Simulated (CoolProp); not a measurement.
The fluid at 293.15 K and 0.377 MPa flows at 0.62 m/s in a round tube of 50 mm bore and 45 µm roughness, fully developed (64/Re and Nu = 3.66 if laminar; Colebrook and Gnielinski if turbulent). The same conditions are run with several fluids, on thermodynamics alone (safety and materials aside).

Model: reference Helmholtz-energy equation of state of each fluid (C3F8 (R218): Lemmon 2006; oxygen: Schmidt 1985; R404A: Lemmon 2003; CF4 (R14): Platzer 1990; C2F6 (R116): Lemmon 2006), in CoolProp. The equations of Platzer and Polt are older, rougher fits. Blends and air are pseudo-pure fits.

Task: Rank C3F8 (R218), oxygen, R404A, CF4 (R14), C2F6 (R116) by Reynolds number, highest first.

Result: C3F8 (R218) (83100), C2F6 (R116) (49800), R404A (41600), CF4 (R14) (25000), oxygen (7570)

```tsv
fluid	Darcy friction factor	pressure drop (Pa/m)	heat-transfer coefficient (W/(m² K))	mass flow (kg/h)
C3F8 (R218)	0.0223	2.74	49.4	140
oxygen	0.0345	0.658	12.7	21.7
R404A	0.0244	1.52	30.0	71.1
CF4 (R14)	0.0266	1.41	21.7	60.6
C2F6 (R116)	0.0238	2.04	35.8	97.7
```

Transport values come from each fluid's own correlations; those of C3F8 (R218), CF4 (R14), C2F6 (R116) are estimates that may be off by 10 % or more.
